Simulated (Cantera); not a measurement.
A closed system holds: 1 mol Si(CH₃)₄, 0.36 mol HCl, 120 mol H₂, 1.7 mol CH₄, at 2023.15 K and 0.0100 bar.

Equilibrium computed with Cantera from the NASA thermochemical tables; the gas is ideal and each condensed phase is pure. Candidate condensed phases: C, C₆H₆, C₇H₈, C₈H₁₈, Si, SiC; 109 gas species. The numbers say what is thermodynamically allowed, not how fast it happens.

Base state: H₂ 0.977, H 0.0188, HCl 0.00270, C₂H₂ (acetylene) 0.000874, Si 0.000340, Cl 3.86e-5, SiH 2.16e-5, SiC₂ 1.57e-5 (mole fractions); condensed: C(graphite) + SiC(s).

Question: What changes in the equilibrium state with this change: pressure from 0.0100 bar to 0.00130 bar?

Answer: 
```tsv
species	before	after
H₂	0.977	0.942
H	0.0188	0.0512
Si	0.000340	0.00262
Si₂C	1.03e-5	7.90e-5
SiC₂	1.57e-5	0.000120
C(graphite), mol	4.52	4.83
SiC(s), mol	0.946	0.603
```
